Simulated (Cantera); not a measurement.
Feed: 1 mol Zr, 7.2 mol N2O, 500 mol H2, 0.48 mol O2, held at 1948 K and 0.170 bar.

Method: chemical equilibrium by Gibbs-energy minimisation in Cantera with the NASA 1993 tables (ideal gas, pure condensed phases). Candidate condensed phases: H2O, Zr, ZrN, ZrO2; 28 gas species. Kinetics and transport are ignored.

Q: What is the equilibrium state?

A: 
* **x(H2)**: 0.971
* **x(N2)**: 0.0142
* **x(H2O)**: 0.0121
* **x(H)**: 0.00270
* **x(OH)**: 3.05e-6
* **n(ZrO2(tetragonal))**: 1.00 mol
* **gas amount**: 507.9 mol
* **log10 activity of Zr(β) (absent)**: -8.54
